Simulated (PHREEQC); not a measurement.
Make-up at 75 °C: 0.015 mol CaCl2, 0.0025 mol Na2HPO4 and 0.00074 mol KCl per kg of water. Closed to the air; pH follows from the charge balance.

Model: ion-association model, wateq4f.dat, run in PHREEQC.

| quantity | before | after |
|---|---|---|
| pH | 7.32 | 4.97 |
| ionic strength (mol/kgw) | 0.0458 | 0.0414 |
| HPO4-2 (mol/kgw) | 0.000497 | 3.25e-5 |
| H2PO4- (mol/kgw) | 0.000163 | 0.00246 |
| NaHPO4- (mol/kgw) | 2.12e-6 | 1.43e-7 |
| KHPO4- (mol/kgw) | 3.10e-7 | 2.10e-8 |
| SI of Halite (NaCl) | -5.68 | -5.71 |

Q: Name the change that produced these shifts.
(A) CaCl2 replaced by CuCl2 at the same molality
(B) diluted 2-fold with water
(C) diluted 100-fold with water
(D) KCl from 0.00074 to 0.0074 mol/kgw
(E) temperature from 75 to 40 °C

A: A, CaCl2 replaced by CuCl2 at the same molality

Precipitation was switched off in this run. Some of these states are supersaturated (in Hydroxyapatite, Atacamite, Cu(OH)2, for instance). H3PO4, which wateq4f.dat lacks, is added to it with the constant of phreeqc.dat. At this temperature some constants are extrapolated from 25 °C, and those without enthalpy data are left unchanged.
